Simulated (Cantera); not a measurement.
**Premixed flame**

A freely propagating, adiabatic, planar premixed flame of H₂ : O₂ : N₂ = 1 : 0.595 : 2.74 (molar parts), equivalence ratio 0.84, unburnt at 400 K and 1.00 bar; mixture-averaged transport, grid criteria slope 0.08 and curve 0.16, no radiation.

Detailed kinetics in Cantera: the H2/O2 subset of GRI-Mech 3.0, which has no nitrogen chemistry. Burning velocities carry a grid error of a few per cent, more on coarse grids.

| z (mm) | T (K) | u (m/s) | x H₂ | x O₂ | x H₂O | x H | x O | x H₂O₂ |
|---|---|---|---|---|---|---|---|---|
| -1.21 | 400 | 2.22 | 0.231 | 0.137 | <1e-8 | <1e-8 | <1e-8 | <1e-8 |
| -0.807 | 400 | 2.22 | 0.231 | 0.137 | <1e-8 | <1e-8 | <1e-8 | <1e-8 |
| -0.605 | 400 | 2.22 | 0.230 | 0.137 | 1.15e-7 | <1e-8 | <1e-8 | <1e-8 |
| -0.403 | 400 | 2.22 | 0.229 | 0.138 | 4.87e-6 | <1e-8 | 1.20e-8 | 3.95e-8 |
| -0.202 | 427 | 2.33 | 0.215 | 0.140 | 0.00116 | 4.10e-6 | 1.72e-6 | 1.37e-5 |
| -0.101 | 670 | 3.54 | 0.175 | 0.135 | 0.0234 | 0.00150 | 0.000123 | 6.08e-5 |
| 0 | 1083 | 5.56 | 0.108 | 0.107 | 0.0892 | 0.0120 | 0.00211 | 1.24e-5 |
| 0.101 | 1382 | 7.04 | 0.0501 | 0.0654 | 0.163 | 0.0227 | 0.00624 | 4.47e-6 |
| 0.202 | 1545 | 7.83 | 0.0274 | 0.0450 | 0.197 | 0.0232 | 0.00781 | 2.67e-6 |
| 0.403 | 1704 | 8.58 | 0.0194 | 0.0362 | 0.214 | 0.0166 | 0.00696 | 1.31e-6 |
| 0.807 | 1844 | 9.21 | 0.0152 | 0.0324 | 0.226 | 0.00933 | 0.00485 | 6.62e-7 |
| 1.61 | 1955 | 9.69 | 0.0103 | 0.0295 | 0.237 | 0.00435 | 0.00290 | 3.84e-7 |
| 3.23 | 2031 | 10.0 | 0.00589 | 0.0276 | 0.245 | 0.00165 | 0.00150 | 2.43e-7 |
x: mole fraction of selected species; z is measured from the peak of heat release.

```json
{
 "laminar_burning_velocity": "222 cm/s",
 "thermal_thickness": "0.403 mm",
 "peak x(H)": "0.0240",
 "peak x(O)": "0.00787",
 "peak x(H₂O₂)": "6.21e-5",
 "grid_points": "113"
}
```
